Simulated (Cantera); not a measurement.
Equilibrium for carbothermic reduction: Fe3O4 + CH4 + CO

Feed: 1 mol Fe3O4, 5.9 mol CH4, 0.21 mol CO, at 1.33 mbar.

These are equilibrium values from Cantera (NASA tables, ideal gas, pure condensed phases), not measurements of a reactor. Candidate condensed phases: C, C6H6, C7H8, C8H18, Fe, Fe(CO)5, FeO, Fe(OH)2, Fe(OH)3, Fe2O3, Fe3O4, H2O; 114 gas species. Iron dissolves carbon and melts from about 1420 K in contact with it, which pure phases cannot show. Condensed phases not in the tables: cementite and carbon dissolved in iron. Rates play no part.

```csv
T (K),x H2,x CO,x Fe,x H,x C2H2 (acetylene),x C2H,x CH4,x H2O,n C(graphite),n Fe(γ),n Fe(δ),n Fe(l)
1198,0.737,0.263,3.48e-8,4.47e-6,7.29e-8,<1e-12,1.16e-5,6.86e-6,1.90,3.00,0,0
1348,0.737,0.263,3.06e-6,5.44e-5,8.86e-7,<1e-12,4.22e-6,1.51e-6,1.90,3.00,0,0
1498,0.737,0.263,0.000108,0.000404,6.49e-6,6.62e-12,1.88e-6,4.50e-7,1.90,3.00,0,0
1648,0.734,0.262,0.00196,0.00209,3.28e-5,4.04e-10,9.62e-7,1.67e-7,1.90,2.97,0,0
1798,0.714,0.256,0.0215,0.00815,0.000123,1.22e-8,5.26e-7,7.02e-8,1.90,0,2.65,0
1948,0.605,0.220,0.150,0.0241,0.000326,2.03e-7,2.39e-7,2.58e-8,1.89,0,0,0.133
2098,0.568,0.214,0.153,0.0635,0.000811,2.33e-6,1.43e-7,1.31e-8,1.87,0,0,0
2248,0.503,0.206,0.147,0.143,0.00167,1.87e-5,8.03e-8,6.75e-9,1.83,0,0,0
```
x: gas mole fraction; n: condensed amount in mol.

From 1198 K to 1648 K the condensed part is C(graphite) + Fe(γ). At 1798 K the condensed part is C(graphite) + Fe(δ). At 1948 K the condensed part is C(graphite) + Fe(l). From 2098 K to 2248 K the condensed part is C(graphite). The main Fe-bearing gas is Fe throughout.
